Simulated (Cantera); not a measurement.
Low-pressure radical oxidation in H2/O2

An isothermal, constant-pressure homogeneous reactor starts with 0.803 % H2, 99.2 % O2, equivalence ratio 0.0040, at 1373 K and 20.0 Torr.

Cantera simulation using the H2/O2 subset of GRI-Mech 3.0, which has no nitrogen chemistry; the numbers are that mechanism's predictions, not measurements. Radical loss at walls, strong at low pressure, is not modelled.

| t (s) | x H2 | x O2 | x H2O2 | x H2O | x O | x HO2 |
|---|---|---|---|---|---|---|
| 1.00e-6 | 0.00803 | 0.992 | <1e-12 | <1e-12 | 1.16e-11 | 2.55e-10 |
| 5.90e-6 | 0.00803 | 0.992 | <1e-12 | 4.49e-12 | 3.47e-10 | 1.50e-9 |
| 3.48e-5 | 0.00803 | 0.992 | <1e-12 | 5.48e-10 | 6.42e-9 | 8.86e-9 |
| 0.000205 | 0.00803 | 0.992 | 2.44e-11 | 3.81e-8 | 8.13e-8 | 5.22e-8 |
| 0.00121 | 0.00801 | 0.992 | 6.13e-10 | 1.85e-5 | 1.74e-5 | 3.32e-7 |
| 0.00713 | 2.53e-5 | 0.985 | 1.72e-8 | 0.00742 | 0.00687 | 7.18e-7 |
| 0.0421 | 1.95e-5 | 0.986 | 1.59e-8 | 0.00752 | 0.00526 | 6.27e-7 |
| 0.248 | 6.59e-6 | 0.990 | 1.02e-8 | 0.00779 | 0.00172 | 3.38e-7 |
| 1.46 | 5.83e-7 | 0.992 | 2.38e-9 | 0.00799 | 0.000149 | 6.71e-8 |
| 8.63 | 3.89e-8 | 0.992 | 2.69e-10 | 0.00805 | 9.94e-6 | 2.15e-8 |
| 50.9 | 1.48e-8 | 0.992 | 1.22e-10 | 0.00806 | 3.79e-6 | 2.65e-8 |
| 300 | 1.48e-8 | 0.992 | 1.22e-10 | 0.00806 | 3.78e-6 | 2.65e-8 |
x: mole fraction; the columns are a selection and need not sum to one.

Equilibrium at this temperature and pressure: H2 1.48e-8, O2 0.992, H2O2 1.22e-10, H2O 0.00806, O 3.78e-6, HO2 2.65e-8 (gas phase only).
